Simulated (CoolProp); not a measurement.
Properties of cis-2-butene along the isotherm 252.8 K.

The numbers come from the reference Helmholtz-energy equation of state, Lemmon 2005 in CoolProp. It is a short technical equation, of lower accuracy than the large ones.

```
p (kPa)   phase  cv (kJ/(kg K))  Joule-Thomson coefficient (K/MPa)
-------  ------  --------------  ---------------------------------
3260     liquid           1.407                                [?]
6520     liquid           1.409                            -0.4422
9780     liquid           1.411                            -0.4493
13000    liquid           1.412                            -0.4556
16300    liquid           1.414                            -0.4615
19600    liquid           1.416                                [?]
22800    liquid           1.418                            -0.4716
26100    liquid           1.420                                [?]
29300    liquid           1.422                            -0.4800
32600    liquid           1.424                            -0.4838
35800    liquid           1.426                            -0.4871
39100    liquid           1.428                            -0.4903
42400    liquid           1.430                            -0.4933
```

Q: Fill in the missing entries.

A: 
- 3260, Joule-Thomson coefficient (K/MPa): -0.4343
- 19600, Joule-Thomson coefficient (K/MPa): -0.4669
- 26100, Joule-Thomson coefficient (K/MPa): -0.4760
